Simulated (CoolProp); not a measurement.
Values from CoolProp's reference Helmholtz-energy equation of state, Gao 2022.

For n-perfluorohexane, give the phase and the speed of sound (m/s), Joule-Thomson coefficient (K/MPa), isothermal compressibility (1/MPa), fugacity coefficient at 42.45 °C and 3330 kPa; 54.85 °C and 3330 kPa.


- 42.45 °C and 3330 kPa: liquid; speed of sound 493, Joule-Thomson coefficient -0.257, isothermal compressibility 0.00305, fugacity coefficient 0.0223
- 54.85 °C and 3330 kPa: liquid; speed of sound 461, Joule-Thomson coefficient -0.229, isothermal compressibility 0.00356, fugacity coefficient 0.0342
